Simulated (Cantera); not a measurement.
Feed: 1 mol B, 2.2 mol NH3, held at 1375 K and 0.0133 bar.

Equilibrium computed with Cantera from the NASA thermochemical tables; the gas is ideal and each condensed phase is pure. Candidate condensed phases: B, BN; 15 gas species. Kinetics and transport are ignored.

Base state: H2 0.846, N2 0.154, H 2.73e-5 (mole fractions); condensed: BN(s).

### Question
What changes in the equilibrium state with this change: B replaced by BCl3?

### Answer
```csv
species,before,after
HCl,0,0.555
H2,0.846,0.334
N2,0.154,0.111
BCl3,0,0.000261
Cl,0,2.36e-5
H,2.73e-5,1.71e-5
"BN(s), mol",1.00,0.999
```
Gases not in the tables: BHCl2. Further candidate phases: NH4Cl.
